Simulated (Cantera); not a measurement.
What does this Cantera script print?

```python
import numpy as np
import cantera as ct

gas_names = [...]  # 118 gases of nasa_gas.yaml made of C, Cl, F, H
cond_names = """
    C(gr) C6H6(L) C7H8(L) C8H18(L),n-octa
""".split()


# ... load() reads the species with a 1 bar reference pressure and builds the phases ...
atoms = {
    'CH3Cl': {'C': 1, 'H': 3, 'CL': 1},
    'F2': {'F': 2},
}
top_T = {'C(gr)': 4500}  # K; cautious upper limits of use, not melting points


# ... equilibrate(T, P, feed) seeds the gas with the atoms and calls Mixture.equilibrate('TP', solver="vcs", rtol=1e-11, max_steps=5000) ...
results = []
feed = {'CH3Cl': 1, 'F2': 2.5}  # mol
T = 3200  # K
for P in [1, 10, 100, 1000, 10000, 100000]:
    mix = equilibrate(T, P, feed)
    results.append((T, P, feed, dict(zip(mix.species_names, mix.species_moles))))

top = {s: max(r[3][s] / sum(r[3][g] for g in gas_names) for r in results) for s in gas_names}
cols = sorted((s for s in top if top[s] > 0.001), key=lambda s: -top[s])[:8]
seen = [c for c in cond_names if any(r[3].get(c, 0) > 1e-12 for r in results)]
print("log10 of partial pressures in bar; condensed amounts in mol")
print(f"{'P/Pa':>10s}" + "".join(f"{s[:9]:>10s}" for s in cols + seen))
for T, P, feed, n in results:
    ng = sum(n[g] for g in gas_names)
    print(f"{P:10.4g}" + "".join(f"{np.log10(max(n[s] / ng * P / 1e5, 1e-99)):10.3f}" for s in cols)
          + "".join(f"{n.get(c, 0):10.4g}" for c in seen))
```

Result:

```
log10 of partial pressures in bar; condensed amounts in mol
      P/Pa        HF         F         H        CL         C       CF2        CF        C3     C(gr)
         1    -7.664    -5.302    -5.525    -5.999    -6.002   -12.706    -8.552   -10.085         0
        10    -5.688    -4.309    -4.542    -4.989    -5.030    -9.748    -6.587    -7.166         0
       100    -3.859    -3.356    -3.667    -3.928    -4.277    -7.088    -4.880    -4.908         0
      1000    -2.442    -2.471    -3.134    -2.841    -3.821    -4.864    -3.540    -3.541         0
     1e+04    -1.327    -1.579    -2.911    -1.799    -3.521    -2.780    -2.348    -2.640    0.1191
     1e+05    -0.277    -0.747    -2.693    -0.765    -3.521    -1.115    -1.516    -2.640    0.3473
```

Method: chemical equilibrium by Gibbs-energy minimisation in Cantera with the NASA 1993 tables (ideal gas, pure condensed phases). The tables' values for CCl are old estimates; treat these amounts as uncertain.
